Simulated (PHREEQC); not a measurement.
Make-up at 25 °C: 0.0035 mol ZnCl2 per kg of water. Closed to the air; pH follows from the charge balance.

All values are PHREEQC results (ion-association model, phreeqc.dat), not measurements.

Each row changes one thing in this solution. This is a speciation only: nothing precipitates in the calculation.

```
case                                                     pH  ionic strength (mol/kgw)
-----------------------------------------------  ----------  ------------------------
as made                                                5.76                    0.0104
ZnCl2 from 0.0035 to 0.00525 mol/kgw             (withheld)                (withheld)
ZnCl2 replaced by Zn(NO3)2 at the same molality        5.79                    0.0105
0.00031 mol/kgw Fe(NO3)3 added                   (withheld)                    0.0116
temperature from 25 to 30 °C                           5.69                    0.0104
ZnCl2 replaced by FeCl2 at the same molality           6.06                    0.0104
0.0039 mol/kgw Pb(NO3)2 added                          5.18                    0.0208
```

**Question.** Some entries are withheld; supply them.

**Answer.** 
- ZnCl2 from 0.0035 to 0.00525 mol/kgw, pH: 5.68
- ZnCl2 from 0.0035 to 0.00525 mol/kgw, ionic strength (mol/kgw): 0.0156
- 0.00031 mol/kgw Fe(NO3)3 added, pH: 3.43

Some of these states are supersaturated (in Fe(OH)3(a), Hematite (slow to form), for instance).
